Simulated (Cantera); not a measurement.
A perfectly stirred reactor is fed with H₂ : O₂ : N₂ = 0.56 : 1 : 1.2 (molar parts), at 0.270 bar; it is held at 1275 K, and followed from long to short residence time.

Computed with Cantera and GRI-Mech 3.0 (53 species, 325 reactions). The temperature is held fixed by assumption; the heat of reaction is taken as removed at once.

### Question
What does this change do: N2 1.2 to 2.6 parts?

### Answer
| quantity | before | after |
|---|---|---|
| x(H₂) at τ = 0.420 s | 0.000192 | 0.000158 |
| x(O₂) at τ = 0.420 s | 0.290 | 0.185 |
| x(HO₂) at τ = 0.420 s | 6.93e-6 | 4.86e-6 |
| x(NO) at τ = 0.420 s | 3.21e-7 | 4.05e-7 |
| x(O) at τ = 0.420 s | 0.000112 | 0.000121 |
| x(H₂) at τ = 19.0 ms | 0.00140 | 0.00114 |
| x(O₂) at τ = 19.0 ms | 0.290 | 0.185 |
| x(HO₂) at τ = 19.0 ms | 3.08e-5 | 1.86e-5 |
| x(NO) at τ = 19.0 ms | 2.69e-7 | 4.69e-7 |
| x(O) at τ = 19.0 ms | 0.000909 | 0.000961 |

### Question
What does this change do: temperature 1275 to 1148 K?

### Answer
```
quantity                 before     after
---------------------  --------  --------
x(H₂) at τ = 0.420 s   0.000192  0.000406
x(O₂) at τ = 0.420 s      0.290     0.290
x(HO₂) at τ = 0.420 s   6.93e-6   1.31e-5
x(NO) at τ = 0.420 s    3.21e-7   6.41e-8
x(O) at τ = 0.420 s    0.000112   7.14e-5
x(H₂) at τ = 19.0 ms    0.00140   0.00280
x(O₂) at τ = 19.0 ms      0.290     0.291
x(HO₂) at τ = 19.0 ms   3.08e-5   4.81e-5
x(NO) at τ = 19.0 ms    2.69e-7   9.09e-8
x(O) at τ = 19.0 ms    0.000909  0.000575
```
